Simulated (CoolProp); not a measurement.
Vapour-liquid equilibrium of acetone (1) + benzene (2) at 326 K; x and y are mole fractions of (1).

Model: multi-fluid Helmholtz-energy mixture model, Lemmon 2006 and Thol 2012; pair parameters Bell 2016, in CoolProp.

| x | bubble pressure (kPa) | y at the bubble point | dew pressure at overall composition x (kPa) | liquid density (mol/L) |
|---|---|---|---|---|
| 0.05 | 44.74 | 0.141 | 41.78 | 10.88 |
| 0.2 | [?] | [?] | 46.85 | [?] |
| 0.35 | 64.22 | 0.564 | 53.06 | 11.42 |
| 0.5 | 71.37 | 0.682 | [?] | [?] |
| 0.65 | 77.68 | 0.782 | 69.37 | 12.05 |
| 0.8 | 83.46 | 0.875 | 78.81 | [?] |
| 0.95 | 88.89 | 0.968 | 87.86 | [?] |

**Question.** Some entries are withheld; supply them.

**Answer.** 
- 0.2, bubble pressure (kPa): 55.66
- 0.2, y at the bubble point: 0.405
- 0.2, liquid density (mol/L): 11.14
- 0.5, dew pressure at overall composition x (kPa): 60.59
- 0.5, liquid density (mol/L): 11.72
- 0.8, liquid density (mol/L): 12.42
- 0.95, liquid density (mol/L): 12.82

No azeotrope shows between x = 0.05 and 0.95.

Pair parameters are fitted to limited data, so mixtures are less certain than the pure fluids.
